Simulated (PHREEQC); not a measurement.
0.78 g of hydrous ferric oxide (600 m²/g; 0.2 weak and 0.005 strong sites per Fe, Dzombak-Morel constants, diffuse double layer) in 1 kg of water with 0.01 mol/kgw of an inert sodium salt and 0.081 mmol/kgw MnCl2, at 25 °C; the pH is set by adding NaOH or the inert anion's acid. No oxygen is let in. CO2 from the air is kept out. No solid was allowed to form.

All values are PHREEQC results (ion-association model, wateq4f.dat), not measurements.

Task: Predict surface charge σ (C/m²), surface potential ψ (mV) at pH = 3.38, 4.12, 7.88.

Result: 
```csv
pH,surface charge σ (C/m²),surface potential ψ (mV)
3.38,0.292,197
4.12,0.205,181
7.88,0.004,17
```

Complexes and solids missing from the database can't appear. The oxide is taken as insoluble; below pH 4 it would dissolve.
